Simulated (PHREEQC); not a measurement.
Dissolve 3.8 mmol/kgw HNO3, 83 mmol/kgw K2SO4 and 1.1 mmol/kgw CO2 at 65 °C. Closed to the air; pH follows from the charge balance.

All values are PHREEQC results (ion-association model, wateq4f.dat), not measurements.

This is a speciation only: nothing precipitates in the calculation.

Question: Order these S species by the share of S that they hold, largest first: SO4-2, HSO4-, KSO4-.

Answer: SO4-2 (66 %), KSO4- (31 %), HSO4- (3.7 %)

The pH is 3.24 and the ionic strength 0.196 mol/kgw. Constants without temperature data keep their 25 °C values here.
